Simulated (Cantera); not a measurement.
A perfectly stirred reactor is fed with CH4 : H2 : H = 0.021 : 1 : 0.0023 (molar parts), at 0.0819 atm; it is held at 1475 K, and followed from long to short residence time.

Computed with Cantera and GRI-Mech 3.0 (53 species, 325 reactions). GRI-Mech 3.0 stops at C3 and has no aromatics, soot or wall deposition, so with more carbon than oxygen in the feed, carbon stays in small species such as C2H2 where larger ones or solid carbon would form.

### Question
What does this change do: temperature 1475 to 1900 K?

### Answer
```csv
quantity,before,after
x(CH4) at τ = 0.380 s,0.0198,0.00444
x(H2) at τ = 0.380 s,0.980,0.985
x(H) at τ = 0.380 s,9.62e-5,0.00264
x(CH2) at τ = 0.380 s,3.02e-9,7.39e-7
x(C2H6) at τ = 0.380 s,1.49e-6,1.52e-7
x(CH4) at τ = 15.0 ms,0.0200,0.0145
x(H2) at τ = 15.0 ms,0.979,0.980
x(H) at τ = 15.0 ms,0.000385,0.00238
x(CH2) at τ = 15.0 ms,4.55e-8,1.82e-6
x(C2H6) at τ = 15.0 ms,6.73e-6,1.41e-6
```

### Question
What does this change do: temperature 1475 to 1750 K?

### Answer
| quantity | before | after |
|---|---|---|
| x(CH4) at τ = 0.380 s | 0.0198 | 0.0111 |
| x(H2) at τ = 0.380 s | 0.980 | 0.983 |
| x(H) at τ = 0.380 s | 9.62e-5 | 0.000786 |
| x(CH2) at τ = 0.380 s | 3.02e-9 | 1.48e-7 |
| x(C2H6) at τ = 0.380 s | 1.49e-6 | 5.72e-7 |
| x(CH4) at τ = 15.0 ms | 0.0200 | 0.0188 |
| x(H2) at τ = 15.0 ms | 0.979 | 0.979 |
| x(H) at τ = 15.0 ms | 0.000385 | 0.000907 |
| x(CH2) at τ = 15.0 ms | 4.55e-8 | 3.22e-7 |
| x(C2H6) at τ = 15.0 ms | 6.73e-6 | 1.98e-6 |
